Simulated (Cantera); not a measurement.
An isothermal, constant-pressure homogeneous reactor starts with CO : O2 : H2O : N2 = 0.0082 : 0.0044 : 0.00079 : 1 (molar parts), at 1173 K and 383 Torr. Integrator tolerance rtol = 1e-08.

Model: GRI-Mech 3.0 (53 species, 325 reactions), integrated in Cantera.

Question: What does this change do: temperature 1173 to 1323 K?

Answer: 
```json
[
 {"quantity": "x(CO) at 8.00 s", "before": "1.45e-6 (gas-phase equilibrium 6.08e-9)", "after": "5.65e-6 (gas-phase equilibrium 1.62e-7)"},
 {"quantity": "x(O2) at 8.00 s", "before": "0.000297 (gas-phase equilibrium 0.000294)", "after": "0.000298 (gas-phase equilibrium 0.000288)"},
 {"quantity": "x(H2O) at 8.00 s", "before": "0.000782 (gas-phase equilibrium 0.000783)", "after": "0.000782 (gas-phase equilibrium 0.000783)"},
 {"quantity": "x(O) at 8.00 s", "before": "5.18e-8 (gas-phase equilibrium 3.38e-10)", "after": "2.07e-7 (gas-phase equilibrium 6.36e-9)"},
 {"quantity": "x(NO) at 8.00 s", "before": "1.09e-6 (gas-phase equilibrium 6.68e-6)", "after": "3.98e-6 (gas-phase equilibrium 1.91e-5)"}
]
```
